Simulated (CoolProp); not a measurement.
Vapour-liquid equilibrium of n-hexane (1) + ethylbenzene (2) at 1.3 bar; x and y are mole fractions of (1).

Computed with CoolProp (multi-fluid Helmholtz-energy mixture model, Thol 2019 and Zhou 2012; pair parameters Bell 2016).

Give the bubble temperature and the first vapour's composition at x = 0.2, 0.65, 0.95. Is there an azeotrope?

x = 0.2: 388.7 K, y = 0.635; x = 0.65: 361.5 K, y = 0.923; x = 0.95: 351.5 K, y = 0.991. No azeotrope shows between x = 0.05 and 0.95.

The pair parameters rest on a limited set of measurements; away from them the model extrapolates.
